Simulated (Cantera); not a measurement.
What does this Cantera script print?

```python
import numpy as np
import cantera as ct

gas = ct.Solution("gri30.yaml")
gas.TPX = 525, 101325, {'CH4': 1, 'CO': 1.2, 'O2': 2.36, 'N2': 8.04}
flame = ct.FreeFlame(gas, width=0.04)
flame.set_refine_criteria(ratio=3, slope=0.08, curve=0.16)
flame.transport_model = "mixture-averaged"
flame.solve(loglevel=0, auto=True)
z, T = flame.grid, flame.T
thick = (T[-1] - T[0]) / np.gradient(T, z).max()
show = ['CH4', 'CO', 'O2', 'H', 'CH3', 'CH2O']
print(f"laminar burning velocity  {flame.velocity[0] * 100:.3f} cm/s")
print(f"burnt temperature         {T[-1]:.1f} K")
print(f"thermal thickness         {thick * 1e3:.4f} mm")
print(f"grid points               {len(z)}")
z0 = z[flame.heat_release_rate.argmax()]
print(f"{'z/mm':>9s}{'T/K':>9s}{'u/(m/s)':>9s}" + "".join(f"{s:>11s}" for s in show))
rows = []
for k in (-3, -2, -1.5, -1, -0.5, -0.25, 0, 0.25, 0.5, 1, 2, 4, 8):
    zz = z0 + k * thick
    rows.append([k * thick, np.interp(zz, z, T), np.interp(zz, z, flame.velocity),
                 *(np.interp(zz, z, flame.X[gas.species_index(s)]) for s in show)])
    print(f"{rows[-1][0] * 1e3:9.3f}{rows[-1][1]:9.1f}{rows[-1][2]:9.3f}" + "".join(f"{x:11.3e}" for x in rows[-1][3:]))
```

Result:

```
laminar burning velocity  146.557 cm/s
burnt temperature         2453.9 K
thermal thickness         0.2869 mm
grid points               152
     z/mm      T/K  u/(m/s)        CH4         CO         O2          H        CH3       CH2O
   -0.861    525.0    1.466  7.933e-02  9.520e-02  1.872e-01  2.423e-13  3.007e-09  9.183e-09
   -0.574    525.6    1.469  7.920e-02  9.508e-02  1.870e-01  8.992e-11  6.853e-08  3.771e-07
   -0.430    527.4    1.477  7.896e-02  9.493e-02  1.866e-01  1.533e-09  3.041e-07  1.980e-06
   -0.287    551.6    1.551  7.745e-02  9.467e-02  1.846e-01  6.891e-07  4.793e-06  3.134e-05
   -0.143    865.8    2.467  6.169e-02  9.796e-02  1.633e-01  2.383e-04  2.464e-04  4.398e-04
   -0.072   1294.4    3.723  3.661e-02  1.071e-01  1.264e-01  1.460e-03  1.674e-03  8.920e-04
    0.000   1719.0    4.972  9.511e-03  1.160e-01  7.724e-02  5.311e-03  2.060e-03  7.391e-04
    0.072   1902.6    5.488  8.137e-04  1.074e-01  4.539e-02  1.019e-02  3.035e-04  1.354e-04
    0.143   1958.7    5.614  3.661e-05  9.262e-02  3.256e-02  1.290e-02  1.575e-05  7.675e-06
    0.287   2019.6    5.736  1.125e-07  7.646e-02  2.487e-02  1.388e-02  5.670e-08  2.691e-08
    0.574   2093.8    5.905  4.831e-11  6.805e-02  2.091e-02  1.213e-02  2.923e-11  3.673e-10
    1.148   2184.0    6.122  1.057e-15  6.400e-02  1.776e-02  8.881e-03  8.020e-15  3.035e-10
    2.295   2277.7    6.343  6.172e-16  5.944e-02  1.430e-02  5.894e-03  4.350e-15  2.566e-10
```

Cantera simulation using GRI-Mech 3.0 (53 species, 325 reactions); the numbers are that mechanism's predictions, not measurements. Burning velocities carry a grid error of a few per cent, more on coarse grids.
